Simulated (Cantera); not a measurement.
**Thermodynamics of abatement and gas-phase synthesis, feed NF3 + SO2 + H2 + H2O**

Feed: 1 mol NF3, 0.054 mol SO2, 1.8 mol H2, 0.8 mol H2O, held at 2100 K.

Cantera equilibrium calculation (NASA polynomials, part measured and part estimated; ideal gas, pure solids and liquids). Candidate condensed phases: H2O, H2SO4, S; 62 gas species. The ideal-gas law is rough above about 30 bar. Equilibrium is a limit: real reactors are often held back by kinetics, nucleation or transport.

From 10.0 Pa to 300 bar nothing is condensed.

```tsv
P (Pa)	x HF	x H2O	x N2	x H	x H2	x OH	x O	x O2
10	0.597	0.110	0.0992	0.0780	0.0626	0.0162	0.0144	0.0108
52	0.625	0.147	0.104	0.0336	0.0605	0.00973	0.00386	0.00400
280	0.637	0.165	0.106	0.0144	0.0596	0.00473	0.000813	0.000957
1400	0.642	0.171	0.107	0.00647	0.0603	0.00218	0.000167	0.000201
7600	0.643	0.173	0.107	0.00279	0.0608	0.000945	3.09e-5	3.75e-5
40000	0.644	0.175	0.107	0.00121	0.0601	0.000419	6.00e-6	7.44e-6
210000	0.645	0.178	0.108	0.000514	0.0572	0.000191	1.22e-6	1.62e-6
1100000	0.647	0.183	0.108	0.000214	0.0517	8.99e-5	2.65e-7	4.00e-7
5700000	0.648	0.188	0.108	8.73e-5	0.0448	4.36e-5	6.07e-8	1.09e-7
30000000	0.649	0.193	0.108	3.51e-5	0.0381	2.11e-5	1.39e-8	3.00e-8
```
x: gas mole fraction; nothing condenses.
